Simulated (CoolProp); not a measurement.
Values from CoolProp's reference Helmholtz-energy equation of state, Thol 2015.

For 1,2-dichloroethane, give the phase and the density (kg/m³), isothermal compressibility (1/MPa) at 293.7 K and 2.09 MPa.


- 293.7 K and 2.09 MPa: liquid; density 1250, isothermal compressibility 0.000767
